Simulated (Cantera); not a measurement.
A closed system holds: 1 mol Si₃N₄, 2.9 mol HCl, 22 mol H₂, 0.2 mol O₂, equilibrated at 1098 K and 2.20 mbar.

These are equilibrium values from Cantera (NASA tables, ideal gas, pure condensed phases), not measurements of a reactor. Mutual solubility and eutectic melting of coexisting phases are not modelled. The tables' values for SiCl₃ are old estimates; treat these amounts as uncertain. Kinetics and transport are ignored.

```csv
species,before,after
HCl,0.115,0.559
H₂,0.879,0.385
SiCl₄,0.000197,0.0311
N₂,0.00553,0.0234
SiCl₃,2.74e-5,0.000586
SiHCl₃,2.20e-5,0.000311
SiCl₂,5.34e-5,0.000155
"Si₂N₂O(s), mol",0.400,0.400
"Si₃N₄(s), mol",0.731,0
```
Gas species are given as mole fractions.

Task: Name the change that produced these shifts.
A) HCl from 2.9 to 13 mol
B) O₂ from 0.2 to 0.15 mol
C) HCl from 2.9 to 47 mol
D) H₂ from 22 to 11 mol

Result: C, HCl from 2.9 to 47 mol
